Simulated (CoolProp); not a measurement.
R245ca along the isotherm 176.85 °C: Z from the reference equation and from simpler models built on Tc = 174.4 °C, pc = 3.941 MPa, ω = 0.355; each cubic takes its own stable root.

Values from CoolProp's reference Helmholtz-energy equation of state, Zhou 2016.

```
p (MPa)          phase  reference  Soave-Redlich-Kwong  Peng-Robinson
-------  -------------  ---------  -------------------  -------------
0.0187             gas     0.9984               0.9984         0.9982
0.0384             gas     0.9966               0.9967         0.9964
0.0788             gas     0.9931               0.9933         0.9925
0.162              gas     0.9857               0.9861         0.9846
0.332              gas     0.9704               0.9713         0.9681
0.683              gas     0.9381               0.9398         0.9333
1.4                gas     0.8673               0.8707         0.8577
2.88               gas     0.6830               0.6936         0.6692
5.91     supercritical     0.2452               0.2941         0.2656
```
